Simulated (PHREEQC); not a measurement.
Dissolve 0.11 mol HF, 0.054 mol NH4F and 4.3e-05 mol H3PO4 per kg of water at 25 °C. Closed to the air; pH follows from the charge balance.

Model: ion-association model, wateq4f.dat, run in PHREEQC.

| quantity | before | after |
|---|---|---|
| pH | 2.87 | 2.98 |
| ionic strength (mol/kgw) | 0.0556 | 0.0552 |
| HF (mol/kgw) | 0.0704 | 0.0809 |
| F- (mol/kgw) | 0.0436 | 0.0407 |
| H2F2 (mol/kgw) | 0.0131 | 0.00672 |
| HF2- (mol/kgw) | 0.0119 | 0.0145 |

Problem. What was changed between the two runs?
A) temperature from 25 to 50 °C
B) HF from 0.11 to 0.121 mol/kgw
C) HF left out
D) H3PO4 replaced by Na2HPO4 at the same molality
E) HF from 0.11 to 0.055 mol/kgw

Solution. A, temperature from 25 to 50 °C

This is a speciation only: nothing precipitates in the calculation. wateq4f.dat counts part of the HF as a dimer, H2F2, which phreeqc.dat doesn't know; its constant is uncertain. H3PO4, which wateq4f.dat lacks, is added to it with the constant of phreeqc.dat. Constants without temperature data keep their 25 °C values here.
